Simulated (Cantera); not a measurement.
Feed: 1 mol CaCO₃, 0.028 mol C, 0.057 mol H₂O, at 1330 Pa.

Method: chemical equilibrium by Gibbs-energy minimisation in Cantera with the NASA 1993 tables (ideal gas, pure condensed phases). Candidate condensed phases: C, C₆H₆, C₇H₈, C₈H₁₈, Ca, CaCO₃, CaO, Ca(OH)₂, H₂O; 115 gas species. Rates play no part. All values below are at 1423 K.

Base state: CO₂ 0.897, H₂O 0.0513, CO 0.0503, H₂ 0.00127 (mole fractions); condensed: CaO(s).

**Question.** What changes in the equilibrium state with this change: H₂O from 0.057 to 2.6 mol?

**Answer.** 
```csv
species,before,after
H₂O,0.0513,0.708
CO₂,0.897,0.276
H₂,0.00127,0.00820
CO,0.0503,0.00724
"CaO(s), mol",1.00,1.00
```

**Question.** What changes in the equilibrium state with this change: C from 0.028 to 0.021 mol?

**Answer.** 
```json
[
 {"species": "CO₂", "before": "0.897", "after": "0.909"},
 {"species": "H₂O", "before": "0.0513", "after": "0.0519"},
 {"species": "CO", "before": "0.0503", "after": "0.0380"},
 {"species": "H₂", "before": "0.00127", "after": "0.000958"},
 {"species": "CaO(s), mol", "before": "1.00", "after": "1.00"}
]
```
